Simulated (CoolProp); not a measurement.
Vapour-liquid equilibrium of cyclohexane (1) + n-octane (2) at 380.5 K; x and y are mole fractions of (1).

Computed with CoolProp (multi-fluid Helmholtz-energy mixture model, Zhou 2014 and Beckmüller 2019; pair parameters Bell 2016).

### Question
Give the bubble pressure and the first vapour's composition at x = 0.05, 0.275, 0.95. Is there an azeotrope?

### Answer
x = 0.05: 0.06650 MPa, y = 0.150; x = 0.275: 0.1002 MPa, y = 0.561; x = 0.95: 0.2037 MPa, y = 0.984. No azeotrope shows between x = 0.05 and 0.95.

Pair parameters are fitted to limited data, so mixtures are less certain than the pure fluids.
